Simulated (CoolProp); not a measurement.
n-octane along the isotherm 274.45 °C: Z from the reference equation and from simpler models built on Tc = 295.6 °C, pc = 2.484 MPa, ω = 0.398; each cubic takes its own stable root.

Model: reference Helmholtz-energy equation of state, Beckmüller 2019, in CoolProp.

```tsv
p (MPa)	phase	reference	Redlich-Kwong	Soave-Redlich-Kwong	Peng-Robinson
0.266	gas	0.9542	0.9582	0.9570	0.9528
0.532	gas	0.9054	0.9137	0.9111	0.9028
0.798	gas	0.8525	0.8658	0.8615	0.8492
1.06	gas	0.7952	0.8143	0.8078	0.7918
1.33	gas	0.7279	0.7548	0.7452	0.7254
1.6	gas	0.6460	0.6849	0.6699	0.6468
2.13	liquid	0.1308	0.1816	0.1688	0.1503
2.39	liquid	0.1443	0.1942	0.1835	0.1636
2.66	liquid	0.1582	0.2085	0.1990	0.1774
2.93	liquid	0.1721	0.2233	0.2144	0.1913
3.19	liquid	0.1854	0.2377	0.2292	0.2046
3.46	liquid	0.1992	0.2527	0.2445	0.2182
3.73	liquid	0.2128	0.2677	0.2596	0.2318
```
